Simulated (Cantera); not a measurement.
What does this Cantera script print?

```python
import numpy as np
import cantera as ct

surf = ct.Interface("diamond.yaml", "diamond_100")
gas, bulk = surf.adjacent["gas"], surf.adjacent["diamond"]
k = surf.kinetics_species_index(bulk.species_names[0])
cover = ["c6HH", "c6H*", "c6*H", "c6**", "c6HM", "c6B"]

rows, drift = [], 0.0
print(f"{'T':>10s}{'um/h':>11s}" + "".join(f"{s:>11s}" for s in cover))
for v in [925, 1000, 1075, 1150, 1225, 1300, 1375]:
    T, P, xH, xCH3 = v, 13000, 0.00029, 0.00016
    gas.TPX = T, P, {"H": xH, "CH3": xCH3, "CH4": 0.0057, "H2": 1 - xH - xCH3 - 0.0057}
    surf.TP = bulk.TP = T, P
    surf.coverages = "c6H*:0.1, c6HH:0.9"
    surf.advance_coverages(100.0)
    before = surf.coverages
    surf.advance_coverages(100.0)
    drift = max(drift, np.max(np.abs(surf.coverages - before) / (surf.coverages + 1e-9)))
    rate = surf.net_production_rates[k] * bulk.mean_molecular_weight / bulk.density * 3.6e9
    rows.append([rate, *surf[cover].coverages])
    print(f"{v:10.4g}{rate:11.4e}" + "".join(f"{x:11.3e}" for x in rows[-1][1:]))
```

Result:

```
         T       um/h       c6HH       c6H*       c6*H       c6**       c6HM        c6B
       925 4.5570e+00  4.589e-01  8.158e-03  2.098e-01  2.874e-03  2.517e-01  1.237e-08
      1000 5.9904e+00  4.754e-01  1.374e-02  2.813e-01  5.244e-03  1.636e-01  1.626e-08
      1075 4.6562e+00  5.063e-01  2.159e-02  3.630e-01  8.416e-03  6.731e-02  1.263e-08
      1150 2.1952e+00  5.158e-01  2.938e-02  4.164e-01  1.108e-02  1.574e-02  5.957e-09
      1225 1.1701e+00  5.125e-01  3.541e-02  4.320e-01  1.237e-02  3.029e-03  3.175e-09
      1300 8.3078e-01  5.177e-01  3.992e-02  4.266e-01  1.259e-02  5.980e-04  2.254e-09
      1375 4.7462e-01  5.344e-01  4.309e-02  4.090e-01  1.212e-02  1.265e-04  1.288e-09
```

Model: the Harris–Goodwin 1993 mechanism for the reconstructed diamond (100) surface, integrated in Cantera.
